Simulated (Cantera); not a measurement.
Cantera run:

```python
import numpy as np
import cantera as ct

gas_names = """
    CL CL2 H HCL H2 Si SiCL SiCL2 SiCL3 SiCL4 SiH SiHCL3 SiH2 SiH2CL2 SiH3 SiH3CL SiH4 Si2 Si3
""".split()
cond_names = """
    Si(cr) Si(L)
""".split()


# ... load() reads the species with a 1 bar reference pressure and builds the phases ...
atoms = {
    'SiCl4': {'Si': 1, 'CL': 4},
    'H2': {'H': 2},
}
top_T = {}  # K; cautious upper limits of use, not melting points


# ... equilibrate(T, P, feed) seeds the gas with the atoms and calls Mixture.equilibrate('TP', solver="vcs", rtol=1e-11, max_steps=5000) ...
results = []
feed = {'SiCl4': 1, 'H2': 1.3}  # mol
T = 1123  # K
P = 100000  # Pa
mix = equilibrate(T, P, feed)
results.append((T, P, feed, dict(zip(mix.species_names, mix.species_moles))))
x = sorted(zip(gas.X, gas.species_names), reverse=True)
print(f"T = {T:g} K  P = {P:g} Pa  gas = {mix.phase_moles(0):.4g} mol")
print("   x: " + "  ".join(f"{s} {v:.3e}" for v, s in x if v > 0.001))
print("   condensed (mol): " + ("  ".join(f"{mix.phase(i).name} {mix.phase_moles(i):.4g}"
      for i in range(1, mix.n_phases) if mix.phase_moles(i) > 1e-12) or "none"))
```

Output:

```
T = 1123 K  P = 100000 Pa  gas = 2.308 mol
   x: H2 5.052e-01  SiCL4 3.736e-01  HCL 6.152e-02  SiHCL3 5.261e-02  SiCL3 5.251e-03
   condensed (mol): none
```

Equilibrium computed with Cantera from the NASA thermochemical tables; the gas is ideal and each condensed phase is pure. The tables' values for SiCl3 are old estimates; treat these amounts as uncertain.
